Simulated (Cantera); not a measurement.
Cantera with NASA thermochemical tables; ideal gases at 1 bar, condensed phases pure. Values are per mole of reaction as written; species without (g) are pure solids or liquids, kept so even where they would boil at 1 bar.

Ba + 2 H2O(g) → Ba(OH)2 + 2 H(g), with ΔH° = -26.6 kJ and ΔS° = -103.2 J/K at 300 K.

**Question.** How far is the shortcut ΔG° ≈ ΔH°(300 K) − T·ΔS°(300 K) from the full temperature-dependent value at 850, 925, 1000, 1075, 1150, 1225, 1300, 1375, 1450, 1525, 1600 K?

**Answer.** 
| T (K) | shortcut (kJ) | full (kJ) | difference (kJ) | difference in log10 K | condensed phases |
|---|---|---|---|---|---|
| 850 | 61.1 | 38.1 | 23.0 | -1.41 | Ba(s), Ba(OH)2(l) |
| 925 | 68.8 | 39.2 | 29.6 | -1.67 | Ba(s), Ba(OH)2(l) |
| 1000 | 76.6 | 39.9 | 36.7 | -1.92 | Ba(s), Ba(OH)2(l) |
| 1075 | 84.3 | 40.8 | 43.5 | -2.11 | Ba(l), Ba(OH)2(l) |
| 1150 | 92.1 | 41.5 | 50.6 | -2.30 | Ba(l), Ba(OH)2(l) |
| 1225 | 99.8 | 41.8 | 58.0 | -2.47 | Ba(l), Ba(OH)2(l) |
| 1300 | 107.5 | 42.0 | 65.6 | -2.63 | Ba(l), Ba(OH)2(l) |
| 1375 | 115.3 | 41.8 | 73.4 | -2.79 | Ba(l), Ba(OH)2(l) |
| 1450 | 123.0 | 41.5 | 81.5 | -2.94 | Ba(l), Ba(OH)2(l) |
| 1525 | 130.7 | 41.0 | 89.7 | -3.07 | Ba(l), Ba(OH)2(l) |
| 1600 | 138.5 | 40.3 | 98.1 | -3.20 | Ba(l), Ba(OH)2(l) |
The shortcut ignores heat capacities and the phase changes listed.
